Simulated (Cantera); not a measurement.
Charge: 1 mol SiH2Cl2, 0.22 mol Cl2, 30 mol H2, held at 1200 K and 0.0100 bar.

Method: chemical equilibrium by Gibbs-energy minimisation in Cantera with the NASA 1993 tables (ideal gas, pure condensed phases). Candidate condensed phases: Si; 19 gas species. The tables' values for SiCl3 are old estimates; treat these amounts as uncertain. Kinetics and transport are ignored.

Base state: H2 0.938, HCl 0.0518, SiCl2 0.00674, SiCl4 0.00137, SiCl3 0.00103, SiHCl3 0.000675, SiH2Cl2 4.35e-5 (mole fractions); condensed: Si(s).

**Question.** What changes in the equilibrium state with this change: Cl2 from 0.22 to 0.019 mol?

**Answer.** 
```
species       before     after
----------  --------  --------
H2             0.938     0.946
HCl           0.0518    0.0461
SiCl2        0.00674   0.00531
SiCl4        0.00137  0.000847
SiCl3        0.00103  0.000716
SiHCl3      0.000675  0.000473
SiH2Cl2      4.35e-5   3.45e-5
Si(s), mol     0.683     0.764
```
